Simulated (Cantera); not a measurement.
An isothermal plug-flow reactor at 850 K and 1.90 bar (inlet), inlet velocity 3.3 m/s, active area per volume 500 1/m; feed CH4 : O2 : N2 : H2O = 0.025 : 0.013 : 0.79 : 0.017 (molar parts), equivalence ratio 3.8.

Detailed kinetics in Cantera: Deutschmann's 1995 Pt surface mechanism with GRI-Mech 3.0 gas chemistry. Catalytic surfaces can have several steady states; this one follows from the mechanism file's or the stated starting coverage. Mass transfer to the wall is taken as infinitely fast.

Predict: x(CH4) at z = 0.0059 m; x(O2) at z = 0.0059 m; x(H2O) at z = 0.0059 m; x(CO2) at z = 0.0059 m; x(CO) at z = 0.0059 m; θ(free Pt) at the exit; θ(CO*) at the exit; θ(C*) at the exit.


```
Item                     Result
----------------------  -------
x(CH4) at z = 0.0059 m   0.0239
x(O2) at z = 0.0059 m   0.00619
x(H2O) at z = 0.0059 m   0.0312
x(CO2) at z = 0.0059 m  0.00163
x(CO) at z = 0.0059 m   0.00396
θ(free Pt) at the exit    0.176
θ(CO*) at the exit        0.222
θ(C*) at the exit         0.601
```
